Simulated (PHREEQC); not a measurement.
A solution holds 0.012 mol CdCl2, 0.057 mol ZnCl2, 0.0012 mol HCl and 0.0019 mol NaCl per kg of water, at 25 °C. Closed to the air; pH follows from the charge balance.

Equilibrium calculation in PHREEQC: ion-association model, wateq4f.dat.

Each row changes one thing in this solution. No solid was allowed to form.

| case | pH | ionic strength (mol/kgw) | Cl- (mol/kgw) | SI of Halite (NaCl) |
|---|---|---|---|---|
| as made | 3.02 | 0.176 | 0.122 | -5.48 |
| CdCl2 replaced by FeCl3 at the same molality | 2.35 | 0.213 | 0.141 | -5.44 |
| temperature from 25 to 10 °C | 3.02 | 0.181 | … | -5.43 |
| CdCl2 from 0.012 to 0.024 mol/kgw | 3.02 | … | 0.133 | … |
| diluted 5-fold with water | 3.68 | 0.0384 | 0.0263 | -6.74 |
| ZnCl2 left out | 2.98 | … | … | -6.13 |
| HCl replaced by BaCl2 at the same molality | 5.11 | 0.178 | 0.123 | -5.48 |

Task: Fill in the missing entries.

Result: 
- temperature from 25 to 10 °C, Cl- (mol/kgw): 0.126
- CdCl2 from 0.012 to 0.024 mol/kgw, ionic strength (mol/kgw): 0.188
- CdCl2 from 0.012 to 0.024 mol/kgw, SI of Halite (NaCl): -5.45
- ZnCl2 left out, ionic strength (mol/kgw): 0.0261
- ZnCl2 left out, Cl- (mol/kgw): 0.0204

Some of these states are supersaturated (in Hematite (slow to form), Goethite (slow to form), for instance). Away from 25 °C the constants follow the database's enthalpies or fits; those with neither stay at their 25 °C values.
